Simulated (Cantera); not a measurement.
Charge: 1 mol SiH2Cl2, 2.4 mol HCl, 290 mol H2, 0.021 mol C3H8, held at 1573.15 K and 43.0 mbar.

Equilibrium computed with Cantera from the NASA thermochemical tables; the gas is ideal and each condensed phase is pure. Candidate condensed phases: C, C6H6, C7H8, C8H18, Si, SiC; 109 gas species. Mutual solubility and eutectic melting of coexisting phases are not modelled. The numbers say what is thermodynamically allowed, not how fast it happens.

Base state: H2 0.986, HCl 0.0136, SiCl2 0.000640, H 0.000195 (mole fractions); condensed: Si(s) + SiC(s).

### Question
What changes in the equilibrium state with this change: temperature from 1573.15 K to 2123 K?

### Answer
| species | before | after |
|---|---|---|
| H2 | 0.986 | 0.966 |
| H | 0.000195 | 0.0170 |
| HCl | 0.0136 | 0.0140 |
| Si | 1.28e-6 | 0.00234 |
| Si2C | 3.38e-9 | 0.000104 |
| C2H2 (acetylene) | 1.87e-9 | 3.24e-5 |
| Si2 | 2.70e-9 | 1.89e-5 |
| SiH | 6.35e-7 | 0.000246 |
| Si(s), mol | 0.746 | 0 |
| SiC(s), mol | 0.0628 | 0.00992 |
The tables' values for SiCl are old estimates; treat these amounts as uncertain. Gases not in the tables: Si2H6 and higher silanes.
